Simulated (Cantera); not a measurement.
A perfectly stirred reactor is fed with CH4 : O2 : N2 = 1 : 3.03 : 11.4 (molar parts), at 12.0 bar; it is adiabatic with a 673 K inlet, and is followed from long to short residence time, starting on the burning branch (τ in s: 0.033, 0.02, 0.012, 0.0076, 0.0047, 0.0029, 0.0018, 0.0011, 0.00067, 0.00041, 0.00025, 0.00015, 9.5e-05).

Model: GRI-Mech 3.0 (53 species, 325 reactions), integrated in Cantera. The pressure lies above the range GRI-Mech 3.0 was tuned for (to about 10 atm).

### Question
What does this change do: CH4 1 to 1.4 parts?

### Answer
```
quantity                                                                          before                                   after
------------------------------------------------  --------------------------------------  --------------------------------------
blow-out, bracketed by the residence times tried  burning at 95.0 µs, the shortest tried  burning at 95.0 µs, the shortest tried
x(CH4) at τ = 33.0 ms                                                            2.56e-6                                 8.34e-7
x(O2) at τ = 33.0 ms                                                              0.0663                                  0.0146
x(CH2O) at τ = 33.0 ms                                                           3.36e-7                                 1.54e-7
x(NO2) at τ = 33.0 ms                                                            1.13e-6                                 3.50e-6
x(H) at τ = 33.0 ms                                                              6.63e-6                                0.000213
x(CH4) at τ = 1.80 ms                                                            3.36e-5                                 1.34e-5
x(O2) at τ = 1.80 ms                                                              0.0668                                  0.0166
x(CH2O) at τ = 1.80 ms                                                           4.66e-6                                 2.53e-6
x(NO2) at τ = 1.80 ms                                                            2.11e-7                                 1.17e-6
x(H) at τ = 1.80 ms                                                              2.01e-5                                0.000279
```

### Question
What does this change do: pressure from 12.0 bar to 15.0 bar?

### Answer
| quantity | before | after |
|---|---|---|
| blow-out, bracketed by the residence times tried | burning at 95.0 µs, the shortest tried | burning at 95.0 µs, the shortest tried |
| x(CH4) at τ = 33.0 ms | 2.56e-6 | 2.21e-6 |
| x(O2) at τ = 33.0 ms | 0.0663 | 0.0663 |
| x(CH2O) at τ = 33.0 ms | 3.36e-7 | 2.90e-7 |
| x(NO2) at τ = 33.0 ms | 1.13e-6 | 1.39e-6 |
| x(H) at τ = 33.0 ms | 6.63e-6 | 5.50e-6 |
| x(CH4) at τ = 1.80 ms | 3.36e-5 | 3.07e-5 |
| x(O2) at τ = 1.80 ms | 0.0668 | 0.0668 |
| x(CH2O) at τ = 1.80 ms | 4.66e-6 | 4.23e-6 |
| x(NO2) at τ = 1.80 ms | 2.11e-7 | 2.27e-7 |
| x(H) at τ = 1.80 ms | 2.01e-5 | 1.48e-5 |
